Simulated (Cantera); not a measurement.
Charge: 1 mol TEOS, 7.5 mol O2, 1.4 mol N2, 17 mol NO, at 525 °C and 1.00 bar.

Cantera equilibrium calculation (NASA polynomials, part measured and part estimated; ideal gas, pure solids and liquids). Candidate condensed phases: C, C6H6, C7H8, C8H18, H2O, Si, SiC, SiO2, Si2N2O, Si3N4; 151 gas species. The feed counts by its element totals alone. The numbers say what is thermodynamically allowed, not how fast it happens.

Base state: H2O 0.313, N2 0.310, CO2 0.251, O2 0.125 (mole fractions); condensed: SiO2(α-quartz).

Problem. What changes in the equilibrium state with this change: NO from 17 to 0.38 mol?

Solution. 
```csv
species,before,after
CO2,0.251,0.334
H2O,0.313,0.271
H2,<1e-9,0.195
N2,0.310,0.0909
O2,0.125,<1e-9
CO,<1e-9,0.0564
CH4,<1e-9,0.0530
NH3,<1e-9,7.94e-5
"SiO2(α-quartz), mol",1.00,1.00
"C(graphite), mol",0,0.256
```
